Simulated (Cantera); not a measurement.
**MgO + H2 (sublimation and decomposition of ceramics)**

Input: 1 mol MgO, 4.9 mol H2, held at 7.10 mbar.

These are equilibrium values from Cantera (NASA tables, ideal gas, pure condensed phases), not measurements of a reactor. Candidate condensed phases: H2O, Mg, MgO, Mg(OH)2; 30 gas species. Ions and electrons are included (thermal ionisation). The tables' values for MgH are old estimates; treat these amounts as uncertain. The numbers say what is thermodynamically allowed, not how fast it happens.

From 3000 K to 5000 K nothing is condensed. The main Mg-bearing gas is Mg throughout.

| T (K) | x H | x H2 | x Mg | x O | x Mg+ | x e- | x OH | x H2O |
|---|---|---|---|---|---|---|---|---|
| 3000 | 0.674 | 0.129 | 0.0990 | 0.0633 | 3.61e-5 | 3.61e-5 | 0.0198 | 0.0115 |
| 3250 | 0.781 | 0.0420 | 0.0888 | 0.0794 | 0.000118 | 0.000118 | 0.00716 | 0.000971 |
| 3500 | 0.814 | 0.0135 | 0.0857 | 0.0832 | 0.000337 | 0.000337 | 0.00237 | 8.52e-5 |
| 3750 | 0.824 | 0.00480 | 0.0843 | 0.0841 | 0.000847 | 0.000847 | 0.000857 | 9.54e-6 |
| 4000 | 0.827 | 0.00191 | 0.0828 | 0.0844 | 0.00191 | 0.00190 | 0.000347 | 1.37e-6 |
| 4250 | 0.826 | 0.000841 | 0.0806 | 0.0843 | 0.00389 | 0.00389 | 0.000155 | 2.45e-7 |
| 4500 | 0.824 | 0.000403 | 0.0769 | 0.0841 | 0.00727 | 0.00727 | 7.52e-5 | 5.25e-8 |
| 4750 | 0.820 | 0.000208 | 0.0711 | 0.0837 | 0.0126 | 0.0126 | 3.91e-5 | 1.31e-8 |
| 5000 | 0.814 | 0.000114 | 0.0630 | 0.0830 | 0.0201 | 0.0200 | 2.16e-5 | 3.74e-9 |
x: gas mole fraction; nothing condenses.
